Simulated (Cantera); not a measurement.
Charge: 1 mol trisilylamine, 17 mol NH3, 44 mol H2, held at 6.70 Pa.

Method: chemical equilibrium by Gibbs-energy minimisation in Cantera with the NASA 1993 tables (ideal gas, pure condensed phases). Candidate condensed phases: Si, Si3N4; 18 gas species. The feed counts by its element totals alone. The tables' values for SiN are old estimates; treat these amounts as uncertain. Gases not in the tables: Si2H6 and higher silanes. Equilibrium is a limit: real reactors are often held back by kinetics, nucleation or transport.

log p: log10 of the partial pressure in bar; n: condensed amount in mol.

| T (K) | log p H2 | log p H | log p N2 | log p Si | log p SiH | log p Si2 | log p Si2N | n Si(s) | n Si(l) |
|---|---|---|---|---|---|---|---|---|---|
| 1423 | -4.22 | -7.29 | -5.14 | -8.82 | -10.28 | -11.96 | -10.99 | 3.00 | 0 |
| 1523 | -4.23 | (withheld) | -5.14 | (withheld) | (withheld) | (withheld) | (withheld) | 2.98 | 0 |
| 1623 | -4.23 | -6.27 | -5.14 | -6.81 | -8.62 | -9.35 | -9.24 | 2.80 | 0 |
| 1723 | -4.24 | (withheld) | -5.15 | (withheld) | (withheld) | (withheld) | (withheld) | 0 | (withheld) |
| 1823 | -4.26 | -5.49 | -5.16 | -5.65 | -7.75 | -8.13 | -8.71 | 0 | 0 |
| 1923 | -4.29 | -5.17 | -5.18 | -5.66 | -7.89 | -8.61 | -9.48 | 0 | 0 |
| 2023 | -4.34 | -4.89 | -5.20 | -5.68 | -8.04 | -9.07 | -10.21 | 0 | 0 |

### Question
Some entries are withheld; supply them.

### Answer

- 1523, log p H: -6.75
- 1523, log p Si: -7.74
- 1523, log p SiH: -9.39
- 1523, log p Si2: -10.57
- 1523, log p Si2N: -10.06
- 1723, log p H: -5.86
- 1723, log p Si: -6.01
- 1723, log p SiH: -7.97
- 1723, log p Si2: -8.33
- 1723, log p Si2N: -8.59
- 1723, n Si(l): 1.71
